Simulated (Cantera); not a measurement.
A perfectly stirred reactor is fed with CO : H2 : CH4 : O2 : N2 : H2O = 1 : 0.66 : 0.27 : 1.9 : 7.15 : 1.1 (molar parts), equivalence ratio 0.72, at 1000000 Pa; it is adiabatic with a 775 K inlet, and is followed from long to short residence time, starting on the burning branch (τ in s: 0.21, 0.057, 0.016, 0.0043, 0.0012, 0.00032, 8.7e-05, 2.4e-05, 6.5e-06).

Computed with Cantera and GRI-Mech 3.0 (53 species, 325 reactions).

Q: Predict: blow-out, bracketed by the residence times tried; x(CO) at τ = 0.210 s; x(H2) at τ = 0.210 s; x(CH4) at τ = 0.210 s; x(NO) at τ = 0.210 s; x(CH2) at τ = 0.210 s; x(CO) at τ = 1.20 ms; x(H2) at τ = 1.20 ms; x(CH4) at τ = 1.20 ms; x(NO) at τ = 1.20 ms; x(CH2) at τ = 1.20 ms.

A: 
| Quantity | Result |
|---|---|
| blow-out, bracketed by the residence times tried | burning at 24.0 µs, out at 6.50 µs |
| x(CO) at τ = 0.210 s | 0.00119 |
| x(H2) at τ = 0.210 s | 0.000401 |
| x(CH4) at τ = 0.210 s | 7.07e-8 |
| x(NO) at τ = 0.210 s | 0.00427 |
| x(CH2) at τ = 0.210 s | 1.10e-9 |
| x(CO) at τ = 1.20 ms | 0.00282 |
| x(H2) at τ = 1.20 ms | 0.000733 |
| x(CH4) at τ = 1.20 ms | 9.27e-6 |
| x(NO) at τ = 1.20 ms | 0.000150 |
| x(CH2) at τ = 1.20 ms | 1.73e-7 |
